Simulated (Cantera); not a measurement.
Charge: 1 mol Si₃N₄, 23 mol HCl, 61 mol N₂, at 2100 K and 10.0 Torr.

Cantera equilibrium calculation (NASA polynomials, part measured and part estimated; ideal gas, pure solids and liquids). Candidate condensed phases: NH₄Cl, Si, Si₃N₄; 28 gas species. The tables' values for SiCl₃, SiCl are old estimates; treat these amounts as uncertain. Rates play no part.

Base state: N₂ 0.724, HCl 0.178, H₂ 0.0404, SiCl₂ 0.0333, Cl 0.0176, H 0.00543, SiCl₃ 0.000560, SiCl 0.000382 (mole fractions); condensed: gas only.

Problem. What changes in the equilibrium state with this change: temperature from 2100 K to 1050 K?

Solution. 
| species | before | after |
|---|---|---|
| N₂ | 0.724 | 0.749 |
| HCl | 0.178 | 0.174 |
| H₂ | 0.0404 | 0.0509 |
| SiCl₂ | 0.0333 | 6.42e-6 |
| SiCl₄ | 9.36e-6 | 0.0254 |
| Cl | 0.0176 | 4.95e-8 |
| SiCl | 0.000382 | <1e-9 |
| H | 0.00543 | 1.59e-8 |
| Si | 0.000199 | <1e-9 |
| Si₃N₄(s), mol | 0 | 0.291 |
The tables' values for SiCl₃ are old estimates; treat these amounts as uncertain.

Problem. What changes in the equilibrium state with this change: HCl from 23 to 1.3 mol?

Solution. 
| species | before | after |
|---|---|---|
| N₂ | 0.724 | 0.967 |
| Si | 0.000199 | 0.0100 |
| H₂ | 0.0404 | 0.00661 |
| HCl | 0.178 | 0.00450 |
| Cl | 0.0176 | 0.00110 |
| SiCl₂ | 0.0333 | 0.00657 |
| Si₃ | <1e-9 | 2.66e-5 |
| Si₂N | 9.67e-8 | 0.000283 |
| Si₂ | 5.15e-8 | 0.000130 |
| SiCl₃ | 0.000560 | 6.91e-6 |
| SiN | 4.05e-6 | 0.000236 |
| Si(l), mol | 0 | 1.76 |
The tables' values for SiCl, SiN are old estimates; treat these amounts as uncertain.
